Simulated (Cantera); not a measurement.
# Thermodynamics of fluorocarbon and chlorocarbon gases, feed CCl₄ + HCl + H₂

Feed: 1 mol CCl₄, 0.068 mol HCl, 2 mol H₂, equilibrated at 21.0 mbar.

These are equilibrium values from Cantera (NASA tables, ideal gas, pure condensed phases), not measurements of a reactor. Candidate condensed phases: C, C₆H₆, C₇H₈, C₈H₁₈; 103 gas species. Ions and electrons are included (thermal ionisation). The tables' values for CCl are old estimates; treat these amounts as uncertain. The numbers say what is thermodynamically allowed, not how fast it happens.

| T (°C) | log p Cl | log p H | log p HCl | log p C | log p H₂ | log p C₃ | log p C₂ | log p C₂H₂ (acetylene) | n C(graphite) |
|---|---|---|---|---|---|---|---|---|---|
| 2727 | -2.03 | -2.21 | -2.47 | -4.30 | -2.82 | -3.51 | -4.50 | -4.03 | 0.548 |
| 2977 | -2.01 | -2.08 | -2.93 | -3.59 | -3.18 | -3.19 | -3.91 | -4.59 | 0 |
| 3227 | -2.01 | -2.04 | -3.41 | -3.14 | -3.61 | -3.37 | -3.71 | -5.51 | 0 |
| 3477 | -2.02 | -2.03 | -3.87 | -2.83 | -4.06 | -3.79 | -3.71 | -6.54 | 0 |
| 3727 | -2.03 | -2.03 | -4.27 | -2.70 | -4.46 | -4.54 | -3.96 | -7.71 | 0 |
| 3977 | -2.03 | -2.03 | -4.63 | -2.66 | -4.82 | -5.46 | -4.36 | -8.91 | 0 |
| 4227 | -2.03 | -2.03 | -4.94 | -2.65 | -5.14 | -6.34 | -4.75 | -10.02 | 0 |
| 4477 | -2.03 | -2.03 | -5.23 | -2.64 | -5.42 | -7.15 | -5.12 | -11.03 | 0 |
| 4727 | -2.03 | -2.03 | -5.48 | -2.64 | -5.68 | -7.89 | -5.46 | -11.94 | 0 |
log p: log10 of the partial pressure in bar; n: condensed amount in mol.

At 2727 °C the condensed part is C(graphite). From 2977 °C to 4727 °C nothing is condensed. The main C-bearing gas is C₃ at 2727 °C and C at 4727 °C.
